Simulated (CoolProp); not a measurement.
A simple Rankine cycle with n-pentane: condensing at 313.15 K, boiler at 0.487 MPa, turbine inlet 366.6 K, turbine efficiency 0.75, pump efficiency 0.8, no recuperator. Each further row changes one setting.

The numbers come from the reference Helmholtz-energy equation of state, Thol 2019 in CoolProp.

```csv
case,thermal efficiency (%),net work (kJ/kg),heat in (kJ/kg),turbine exit temperature (K),volume ratio over the turbine
as stated,8.9,39.2,440,338.3,4.30
turbine inlet 386.6 K,8.7,42.2,483,359.2,4.24
condensing temperature 305.15 K,10.2,46.6,459,333.7,5.62
boiler pressure 0.341 MPa,6.9,30.7,446,346.3,2.95
turbine efficiency 0.65,7.7,33.9,440,341.2,4.34
```
